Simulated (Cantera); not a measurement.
## Thermodynamics of iron carbonyl, mercury and lead vapours, feed Pb + CO + H2

A closed system holds: 1 mol Pb, 0.46 mol CO, 0.54 mol H2.

Cantera equilibrium calculation (NASA polynomials, part measured and part estimated; ideal gas, pure solids and liquids). Candidate condensed phases: C, C6H6, C7H8, C8H18, H2O, Pb, PbO, PbO2, Pb3O4; 113 gas species. The numbers say what is thermodynamically allowed, not how fast it happens.

Stable condensed phases:

```
T in °C \ P in Pa
              10      52     270    1400    7200   37000  190000 1000000
   1375        A       A       A       A       A       B       B       B
   1350        A       A       A       A       A       B       B       B
   1325        A       A       A       A       A       B       B       B
   1300        A       A       A       A       A       B       B       B
   1275        A       A       A       A       A       B       B       B
   1250        A       A       A       A       B       B       B       B
   1225        A       A       A       A       B       B       B       B
   1200        A       A       A       A       B       B       B       B
   1175        A       A       A       A       B       B       B       B
   1150        A       A       A       A       B       B       B       B
   1125        A       A       A       A       B       B       C       C
   1100        A       A       A       B       B       C       C       C
   1075        A       A       A       B       B       C       C       C
```

A: gas only; B: Pb; C: C + Pb.
